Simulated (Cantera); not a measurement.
**Thermodynamics of hydrogen reduction and annealing atmospheres, feed Fe2O3 + H2**

A closed system holds: 1 mol Fe2O3, a varied amount of H2, at 1973.15 K and 1.33 mbar.

Method: chemical equilibrium by Gibbs-energy minimisation in Cantera with the NASA 1993 tables (ideal gas, pure condensed phases). Candidate condensed phases: Fe, FeO, Fe(OH)2, Fe(OH)3, Fe2O3, Fe3O4, H2O; 12 gas species. The tables' stoichiometric FeO is somewhat more stable than real wüstite, so its field is too wide. FeO: taken at fixed stoichiometry. Kinetics and transport are ignored.

| n(H2) (mol) | x H2O | x H2 | x O2 | x Fe | x H | x OH | x O | n FeO(l) |
|---|---|---|---|---|---|---|---|---|
| 0.64 | 0.738 | 0.0103 | 0.212 | 0.00132 | 0.00376 | 0.0255 | 0.00684 | 2.00 |
| 1.4 | 0.707 | 0.236 | 0.000372 | 0.0314 | 0.0180 | 0.00511 | 0.000287 | 1.95 |
| 2.1 | 0.504 | 0.394 | 6.78e-5 | 0.0736 | 0.0232 | 0.00282 | 0.000122 | 1.83 |
| 2.9 | 0.407 | 0.458 | 3.26e-5 | 0.106 | 0.0250 | 0.00211 | 8.49e-5 | 1.64 |
| 3.6 | 0.362 | 0.483 | 2.33e-5 | 0.126 | 0.0257 | 0.00183 | 7.17e-5 | 1.47 |
| 4.4 | 0.331 | 0.498 | 1.83e-5 | 0.142 | 0.0261 | 0.00165 | 6.37e-5 | 1.25 |
| 5.1 | 0.313 | 0.505 | 1.59e-5 | 0.152 | 0.0263 | 0.00155 | 5.93e-5 | 1.06 |
| 5.8 | 0.300 | 0.510 | 1.44e-5 | 0.160 | 0.0264 | 0.00148 | 5.63e-5 | 0.862 |
| 6.6 | 0.289 | 0.514 | 1.31e-5 | 0.167 | 0.0265 | 0.00142 | 5.39e-5 | 0.634 |
x: gas mole fraction; n: condensed amount in mol.

From 0.64 mol H2 to 6.6 mol H2 the condensed part is FeO(l). The main Fe-bearing gas is FeO at 0.64 mol H2 and Fe at 6.6 mol H2. The share of Fe in condensed phases is highest at 0.64 mol H2 (99.9 %) and lowest at 6.6 mol H2 (31.7 %).
